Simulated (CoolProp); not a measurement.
n-dodecane at several states: Z from the reference equation and from simpler models built on Tc = 658.1 K, pc = 1818 kPa, ω = 0.574; each cubic takes its own stable root.

Computed with CoolProp (reference Helmholtz-energy equation of state, Lemmon 2004). It is a short technical equation, of lower accuracy than the large ones.

| T (K) | p (kPa) | phase | reference | Redlich-Kwong | Peng-Robinson |
|---|---|---|---|---|---|
| 274.3 | 24.4 | liquid | 0.002387 | 0.003157 | 0.002713 |
| 370.9 | 3590 | liquid | 0.2851 | 0.3692 | 0.3117 |
| 527.8 | 2020 | liquid | 0.1392 | 0.1831 | 0.1489 |
| 342.7 | 376 | liquid | 0.03152 | 0.04129 | 0.03482 |
| 487.4 | 459 | liquid | 0.03232 | 0.04300 | 0.03467 |
